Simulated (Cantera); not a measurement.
A closed system holds: 1 mol FeS, 0.56 mol O₂, 0.11 mol CO₂, held at 1 atm.

Equilibrium computed with Cantera from the NASA thermochemical tables; the gas is ideal and each condensed phase is pure. Candidate condensed phases: C, Fe, Fe(CO)₅, FeO, FeS, FeSO₄, FeS₂, Fe₂O₃, Fe₂(SO₄)₃, Fe₃O₄, S; 25 gas species. Metal and sulfide melt together well below either melting point, which pure phases cannot show. Mutual solubility and eutectic melting of coexisting phases are not modelled. The tables' stoichiometric FeO is somewhat more stable than real wüstite, so its field is too wide. FeO, FeS: taken at fixed stoichiometry. Gases not in the tables: S₃ to S₇. Kinetics and transport are ignored.

x: gas mole fraction; n: condensed amount in mol.

```
T (°C)  x SO₂  x CO₂     x S₂      x CO     x S₂O  n FeS₂(s)  n Fe₃O₄(s)  n FeS(s)  n FeO(s)  n FeS(l)
------  -----  -----  -------  --------  --------  ---------  ----------  --------  --------  --------
550     0.605  0.392  0.00201   1.59e-5  0.000477      0.414       0.195         0         0         0
600     0.601  0.392  0.00594   4.91e-5   0.00104      0.414       0.195         0         0         0
650     0.739  0.246   0.0129   7.24e-5   0.00200          0       0.115     0.656         0         0
700     0.735  0.246   0.0168  0.000153   0.00236          0       0.115     0.654         0         0
750     0.730  0.245   0.0212  0.000301   0.00274          0       0.116     0.651         0         0
800     0.725  0.245   0.0262  0.000553   0.00314          0       0.117     0.649         0         0
850     0.720  0.244   0.0317  0.000964   0.00354          0       0.118     0.645         0         0
900     0.713  0.243   0.0377   0.00160   0.00395          0       0.119     0.642         0         0
950     0.707  0.241   0.0443   0.00254   0.00436          0       0.121     0.638         0         0
1000    0.700  0.240      ___       ___       ___          0       0.122     0.634         0         0
1050    0.692  0.237   0.0584   0.00571   0.00516          0       0.124     0.629         0         0
1100    0.684  0.234   0.0658   0.00815   0.00554          0       0.125     0.624         0         0
1150    0.676  0.230      ___       ___   0.00591          0       0.127     0.620         0         0
1200    0.680  0.205   0.0905    0.0140   0.00686          0           0         0     0.440     0.560
```

### Question
What belongs in the gaps?

### Answer

- 1150, x S₂: 0.0733
- 1150, x CO: 0.0113
- 1000, x S₂: 0.0511
- 1000, x CO: 0.00388
- 1000, x S₂O: 0.00476
